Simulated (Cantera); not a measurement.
Adiabatic ignition

An adiabatic, constant-volume homogeneous reactor starts with H₂ : O₂ : N₂ = 1 : 0.208 : 0.979 (molar parts), at 1375 K and 160000 Pa.

Cantera simulation using the H2/O2 subset of GRI-Mech 3.0, which has no nitrogen chemistry; the numbers are that mechanism's predictions, not measurements.

```csv
t (s),T (K),P (bar),x H₂,x O₂,x OH,x H,x O
1.00e-6,1375,1.60,0.457,0.0951,5.09e-9,1.19e-7,7.13e-9
2.36e-6,1375,1.60,0.457,0.0951,2.61e-8,5.76e-7,3.69e-8
5.58e-6,1375,1.60,0.457,0.0951,4.77e-7,1.04e-5,6.78e-7
1.32e-5,1395,1.62,0.444,0.0900,0.000388,0.00760,0.000491
3.12e-5,2485,2.72,0.260,0.000456,0.00935,0.0627,0.00149
7.37e-5,2771,2.97,0.278,0.000120,0.00597,0.0304,0.000411
0.000174,2809,3.01,0.280,8.88e-5,0.00529,0.0261,0.000309
0.000411,2810,3.01,0.280,8.85e-5,0.00529,0.0260,0.000308
0.000972,2810,3.01,0.280,8.85e-5,0.00529,0.0260,0.000308
0.00230,2810,3.01,0.280,8.85e-5,0.00529,0.0260,0.000308
0.00543,2810,3.01,0.280,8.85e-5,0.00529,0.0260,0.000308
0.0128,2810,3.01,0.280,8.85e-5,0.00529,0.0260,0.000308
0.0303,2810,3.01,0.280,8.85e-5,0.00529,0.0260,0.000308
0.0716,2810,3.01,0.280,8.85e-5,0.00529,0.0260,0.000308
0.169,2810,3.01,0.280,8.85e-5,0.00529,0.0260,0.000308
0.400,2810,3.01,0.280,8.85e-5,0.00529,0.0260,0.000308
```
x: mole fraction; the columns are a selection and need not sum to one.

```yaml
time_of_steepest_temperature_rise: 16.2 µs
temperature at 0.400 s: 2810 K
equilibrium_temperature: 2810 K
x(H₂) at 0.400 s: 0.280 (gas-phase equilibrium 0.280)
x(O₂) at 0.400 s: 8.85e-5 (gas-phase equilibrium 8.85e-5)
x(OH) at 0.400 s: 0.00529 (gas-phase equilibrium 0.00529)
```
